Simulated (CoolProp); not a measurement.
Model: reference Helmholtz-energy equation of state, Lemmon 2006, in CoolProp. It is a short technical equation, of lower accuracy than the large ones.

Give the vapour pressure (bar), liquid density (kg/m³), vapour density (kg/m³), enthalpy of vaporisation (kJ/kg) of saturated C3F8 (R218) at 222.9 K.


| T (K) | p (bar) | liquid density (kg/m³) | vapour density (kg/m³) | enthalpy of vaporisation (kJ/kg) |
|---|---|---|---|---|
| 222.9 | 0.528 | 1660 | 5.54 | 110 |
